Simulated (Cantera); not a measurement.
A closed system holds: 1 mol CS₂, a varied amount of SO₂, 13 mol N₂, equilibrated at 2200 K and 1.00 bar.

Equilibrium computed with Cantera from the NASA thermochemical tables; the gas is ideal and each condensed phase is pure. Candidate condensed phases: C, S; 35 gas species. Rates play no part.

Q: At 0.16 mol SO₂, list the 6 most abundant gas species with their mole fractions, and the condensed phases.

A: N₂ 0.895, S₂ 0.0340, CS₂ 0.0320, CO 0.0220, CS 0.0148, S 0.00193. Condensed: gas only.
